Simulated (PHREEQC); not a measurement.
1 kg of water holding 0.025 mol/kgw NaCl, 0.057 mol/kgw Na2SO4, 0.13 mol/kgw NaOH and 0.02 mol/kgw Na2CO3 is evaporated at 25 °C; the solids stay in contact with the brine. The system is closed to CO2. Only these solids could form: Burkeite, Halite, Mirabilite, Nahcolite, Natron, Thenardite, Trona.

The series has 26 steps of water left (kg), from 1 to 0.007427.

Computed with PHREEQC (Pitzer model, pitzer.dat).

Problem. Which solids form, in which order, and at which step of the series does each first stand?

Solution. Burkeite from water left = 0.03564 kg (pH 14.78); Thenardite from water left = 0.03564 kg (pH 14.78); Halite from water left = 0.01337 kg (pH 16.09).

Complexes and solids missing from the database can't appear.
